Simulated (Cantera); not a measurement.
# Hydrogen reduction and annealing atmospheres: Fe3O4 + H2 + N2

A closed system holds: 1 mol Fe3O4, 1900 mol H2, 1.3 mol N2, equilibrated at 0.133 bar.

These are equilibrium values from Cantera (NASA tables, ideal gas, pure condensed phases), not measurements of a reactor. Candidate condensed phases: Fe, FeO, Fe(OH)2, Fe(OH)3, Fe2O3, Fe3O4, H2O; 27 gas species. The numbers say what is thermodynamically allowed, not how fast it happens.

From 848 K to 1148 K the condensed part is Fe(α). From 1248 K to 1648 K the condensed part is Fe(γ). At 1748 K the condensed part is Fe(δ). From 1848 K to 1948 K the condensed part is Fe(l). At 2048 K nothing is condensed.

```json
[
 {"T (K)": "848", "log p H2": "-0.88", "log p H": "-11.16", "log p H2O": "-3.55", "log p Fe": "<-12", "log p N2": "-4.04", "log p NH3": "-6.06", "log p OH": "<-12", "log p FeO": "<-12", "n Fe(α)": "3.00", "n Fe(γ)": "0", "n Fe(δ)": "0", "n Fe(l)": "0"},
 {"T (K)": "948", "log p H2": "-0.88", "log p H": "-9.72", "log p H2O": "-3.55", "log p Fe": "<-12", "log p N2": "-4.04", "log p NH3": "-6.41", "log p OH": "<-12", "log p FeO": "<-12", "n Fe(α)": "3.00", "n Fe(γ)": "0", "n Fe(δ)": "0", "n Fe(l)": "0"},
 {"T (K)": "1048", "log p H2": "-0.88", "log p H": "-8.55", "log p H2O": "-3.55", "log p Fe": "-12.85", "log p N2": "-4.04", "log p NH3": "-6.70", "log p OH": "<-12", "log p FeO": "<-12", "n Fe(α)": "3.00", "n Fe(γ)": "0", "n Fe(δ)": "0", "n Fe(l)": "0"},
 {"T (K)": "1148", "log p H2": "-0.88", "log p H": "-7.58", "log p H2O": "-3.55", "log p Fe": "-11.10", "log p N2": "-4.04", "log p NH3": "-6.94", "log p OH": "-12.48", "log p FeO": "<-12", "n Fe(α)": "3.00", "n Fe(γ)": "0", "n Fe(δ)": "0", "n Fe(l)": "0"},
 {"T (K)": "1248", "log p H2": "-0.88", "log p H": "-6.77", "log p H2O": "-3.55", "log p Fe": "-9.63", "log p N2": "-4.04", "log p NH3": "-7.15", "log p OH": "-11.44", "log p FeO": "<-12", "n Fe(α)": "0", "n Fe(γ)": "3.00", "n Fe(δ)": "0", "n Fe(l)": "0"},
 {"T (K)": "1348", "log p H2": "-0.88", "log p H": "-6.07", "log p H2O": "-3.55", "log p Fe": "-8.39", "log p N2": "-4.04", "log p NH3": "-7.32", "log p OH": "-10.54", "log p FeO": "<-12", "n Fe(α)": "0", "n Fe(γ)": "3.00", "n Fe(δ)": "0", "n Fe(l)": "0"},
 {"T (K)": "1448", "log p H2": "-0.88", "log p H": "-5.47", "log p H2O": "-3.55", "log p Fe": "-7.32", "log p N2": "-4.04", "log p NH3": "-7.47", "log p OH": "-9.77", "log p FeO": "-12.50", "n Fe(α)": "0", "n Fe(γ)": "3.00", "n Fe(δ)": "0", "n Fe(l)": "0"},
 {"T (K)": "1548", "log p H2": "-0.88", "log p H": "-4.95", "log p H2O": "-3.55", "log p Fe": "-6.39", "log p N2": "-4.04", "log p NH3": "-7.60", "log p OH": "-9.10", "log p FeO": "-11.38", "n Fe(α)": "0", "n Fe(γ)": "2.99", "n Fe(δ)": "0", "n Fe(l)": "0"},
 {"T (K)": "1648", "log p H2": "-0.88", "log p H": "-4.49", "log p H2O": "-3.55", "log p Fe": "-5.58", "log p N2": "-4.04", "log p NH3": "-7.72", "log p OH": "-8.51", "log p FeO": "-10.41", "n Fe(α)": "0", "n Fe(γ)": "2.96", "n Fe(δ)": "0", "n Fe(l)": "0"},
 {"T (K)": "1748", "log p H2": "-0.88", "log p H": "-4.08", "log p H2O": "-3.55", "log p Fe": "-4.87", "log p N2": "-4.04", "log p NH3": "-7.82", "log p OH": "-7.99", "log p FeO": "-9.55", "n Fe(α)": "0", "n Fe(γ)": "0", "n Fe(δ)": "2.81", "n Fe(l)": "0"},
 {"T (K)": "1848", "log p H2": "-0.88", "log p H": "-3.71", "log p H2O": "-3.55", "log p Fe": "-4.24", "log p N2": "-4.04", "log p NH3": "-7.91", "log p OH": "-7.52", "log p FeO": "-8.79", "n Fe(α)": "0", "n Fe(γ)": "0", "n Fe(δ)": "0", "n Fe(l)": "2.19"},
 {"T (K)": "1948", "log p H2": "-0.88", "log p H": "-3.39", "log p H2O": "-3.55", "log p Fe": "-3.70", "log p N2": "-4.04", "log p NH3": "-8.00", "log p OH": "-7.10", "log p FeO": "-8.13", "n Fe(α)": "0", "n Fe(γ)": "0", "n Fe(δ)": "0", "n Fe(l)": "0.138"},
 {"T (K)": "2048", "log p H2": "-0.88", "log p H": "-3.09", "log p H2O": "-3.55", "log p Fe": "-3.68", "log p N2": "-4.04", "log p NH3": "-8.07", "log p OH": "-6.73", "log p FeO": "-8.01", "n Fe(α)": "0", "n Fe(γ)": "0", "n Fe(δ)": "0", "n Fe(l)": "0"}
]
```
log p: log10 of the partial pressure in bar; n: condensed amount in mol.
